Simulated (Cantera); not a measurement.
Input (Python, Cantera) and output of one run.

```python
import numpy as np
import cantera as ct

gas_names = [...]  # 113 gases of nasa_gas.yaml made of C, H, O, Ta
cond_names = """
    C(gr) C6H6(L) C7H8(L) C8H18(L),n-octa H2O(s) H2O(L) Ta(cr) Ta(L) TaC(s) TaC(L) Ta2O5(s) Ta2O5(L)
""".split()


# ... load() reads the species with a 1 bar reference pressure and builds the phases ...
atoms = {
    'Ta2O5': {'Ta': 2, 'O': 5},
    'C': {'C': 1},
    'H2': {'H': 2},
}
top_T = {'C(gr)': 4500}  # K; cautious upper limits of use, not melting points


# ... equilibrate(T, P, feed) seeds the gas with the atoms and calls Mixture.equilibrate('TP', solver="vcs", rtol=1e-11, max_steps=5000) ...
results = []
feed = {'Ta2O5': 1, 'C': 4.7, 'H2': 0.33}  # mol
P = 58000  # Pa
for T in [975, 1025, 1075, 1125, 1175, 1225, 1275, 1325, 1375, 1425, 1475, 1525, 1575]:
    mix = equilibrate(T, P, feed)
    results.append((T, P, feed, dict(zip(mix.species_names, mix.species_moles))))
    x = sorted(zip(gas.X, gas.species_names), reverse=True)
    print(f"T = {T:g} K  P = {P:g} Pa  gas = {mix.phase_moles(0):.4g} mol")
    print("   x: " + "  ".join(f"{s} {v:.3e}" for v, s in x if v > 0.0001))
    print("   condensed (mol): " + ("  ".join(f"{mix.phase(i).name} {mix.phase_moles(i):.4g}"
          for i in range(1, mix.n_phases) if mix.phase_moles(i) > 1e-12) or "none"))
```

It prints:

```
T = 975 K  P = 58000 Pa  gas = 0.3103 mol
   x: H2 9.357e-01  CH4 6.381e-02  CO 3.592e-04  H2O 1.171e-04
   condensed (mol): C(gr) 4.68  TaC(s) 5.914e-05  Ta2O5(s) 1
T = 1025 K  P = 58000 Pa  gas = 0.318 mol
   x: H2 9.591e-01  CH4 3.921e-02  CO 1.487e-03  H2O 2.194e-04
   condensed (mol): C(gr) 4.687  TaC(s) 0.0002171  Ta2O5(s) 0.9999
T = 1075 K  P = 58000 Pa  gas = 0.3238 mol
   x: H2 9.696e-01  CH4 2.459e-02  CO 5.373e-03  H2O 3.819e-04
   condensed (mol): C(gr) 4.69  TaC(s) 0.000746  Ta2O5(s) 0.9996
T = 1125 K  P = 58000 Pa  gas = 0.3305 mol
   x: H2 9.665e-01  CO 1.727e-02  CH4 1.563e-02  H2O 6.224e-04
   condensed (mol): C(gr) 4.687  TaC(s) 0.002368  Ta2O5(s) 0.9988
T = 1175 K  P = 58000 Pa  gas = 0.3439 mol
   x: H2 9.391e-01  CO 5.008e-02  CH4 9.796e-03  H2O 9.455e-04
   condensed (mol): C(gr) 4.672  TaC(s) 0.007029  Ta2O5(s) 0.9965
T = 1225 K  P = 58000 Pa  gas = 0.3781 mol
   x: H2 8.602e-01  CO 1.328e-01  CH4 5.635e-03  H2O 1.302e-03  CO2 1.369e-04
   condensed (mol): C(gr) 4.627  TaC(s) 0.02032  Ta2O5(s) 0.9898
T = 1275 K  P = 58000 Pa  gas = 0.4876 mol
   x: H2 6.705e-01  CO 3.252e-01  CH4 2.417e-03  H2O 1.474e-03  CO2 4.299e-04
   condensed (mol): C(gr) 4.476  TaC(s) 0.06387  Ta2O5(s) 0.9681
T = 1325 K  P = 58000 Pa  gas = 1.286 mol
   x: CO 7.425e-01  H2 2.552e-01  CO2 1.235e-03  H2O 7.909e-04  CH4 2.536e-04
   condensed (mol): C(gr) 3.359  TaC(s) 0.3837  Ta2O5(s) 0.8081
T = 1375 K  P = 58000 Pa  gas = 3.685 mol
   x: CO 9.089e-01  H2 8.920e-02  CO2 1.592e-03  H2O 3.230e-04
   condensed (mol): TaC(s) 1.345  Ta2O5(s) 0.3276
T = 1425 K  P = 58000 Pa  gas = 3.685 mol
   x: CO 9.089e-01  H2 8.918e-02  CO2 1.583e-03  H2O 3.534e-04
   condensed (mol): TaC(s) 1.345  Ta2O5(s) 0.3276
T = 1475 K  P = 58000 Pa  gas = 3.685 mol
   x: CO 9.089e-01  H2 8.916e-02  CO2 1.576e-03  H2O 3.838e-04
   condensed (mol): TaC(s) 1.345  Ta2O5(s) 0.3275
T = 1525 K  P = 58000 Pa  gas = 3.685 mol
   x: CO 9.089e-01  H2 8.913e-02  CO2 1.569e-03  H2O 4.142e-04
   condensed (mol): TaC(s) 1.345  Ta2O5(s) 0.3275
T = 1575 K  P = 58000 Pa  gas = 3.685 mol
   x: CO 9.089e-01  H2 8.910e-02  CO2 1.563e-03  H2O 4.445e-04
   condensed (mol): TaC(s) 1.345  Ta2O5(s) 0.3275
```

Method: chemical equilibrium by Gibbs-energy minimisation in Cantera with the NASA 1993 tables (ideal gas, pure condensed phases). Mutual solubility and eutectic melting of coexisting phases are not modelled. TaC: taken at fixed stoichiometry. Condensed phases not in the tables: Ta2C.
